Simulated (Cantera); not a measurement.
# Gas-phase reforming

An isothermal, constant-pressure homogeneous reactor starts with CH₄ : CO₂ : H₂ = 1 : 0.42 : 0.22 (molar parts), at 2098 K and 1000000 Pa.

Model: GRI-Mech 3.0 (53 species, 325 reactions), integrated in Cantera. GRI-Mech 3.0 stops at C3 and has no aromatics, soot or wall deposition, so with more carbon than oxygen in the feed, carbon stays in small species such as C2H2 where larger ones or solid carbon would form.

```
t (s)      x CH₄     x CO₂   x H₂    x CH₂     x OH   x C₂H₂  x CH₂CO
--------  ------  --------  -----  -------  -------  -------  -------
3.00e-6    0.501     0.242  0.202  1.49e-5  4.01e-6  0.00625  1.15e-6
1.15e-5    0.311     0.195  0.354  9.44e-6  6.78e-6   0.0663  1.64e-5
4.40e-5    0.141     0.117  0.464  5.42e-6  1.27e-5    0.135  5.70e-5
0.000169  0.0482    0.0276  0.482  3.50e-6  2.08e-5    0.161  9.91e-5
0.000646  0.0238   0.00786  0.520  2.18e-6  1.65e-5    0.147  7.24e-5
0.00248   0.0177   0.00380  0.576  1.14e-6  6.73e-6    0.113  2.66e-5
0.00949   0.0132  0.000457  0.613  5.82e-7  7.34e-7   0.0904  5.42e-6
0.0363    0.0126   1.59e-6  0.618  5.19e-7  2.56e-9   0.0875  3.26e-6
0.139     0.0126   1.25e-6  0.618  5.19e-7  2.02e-9   0.0875  3.26e-6
0.533     0.0126   1.25e-6  0.618  5.19e-7  2.02e-9   0.0875  3.26e-6
2.04      0.0126   1.25e-6  0.618  5.19e-7  2.02e-9   0.0875  3.26e-6
7.83      0.0126   1.25e-6  0.618  5.19e-7  2.02e-9   0.0875  3.26e-6
30.0      0.0126   1.25e-6  0.618  5.19e-7  2.02e-9   0.0875  3.26e-6
```
x: mole fraction; the columns are a selection and need not sum to one.

Equilibrium at this temperature and pressure: CH₄ 0.0126, CO₂ 1.26e-6, H₂ 0.618, CH₂ 5.19e-7, OH 2.04e-9, C₂H₂ 0.0875, CH₂CO 3.26e-6 (gas phase only).
